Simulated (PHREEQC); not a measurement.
Metal-bearing waste water

Dissolve 0.024 mol ZnSO4 and 0.081 mol Na2SO4 per kg of water at 20 °C. Closed to the air; pH follows from the charge balance.

Equilibrium calculation in PHREEQC: ion-association model, wateq4f.dat.

Precipitation was switched off in this run.

Q: Estimate the pH, ionic strength.

A: pH 6.07; ionic strength 0.248 mol/kgw.

Q: In which forms is Zn present?

A: ZnSO4 42 %, Zn+2 34 %, Zn(SO4)2-2 24 % of the Zn.

Species that the database lacks are ignored.
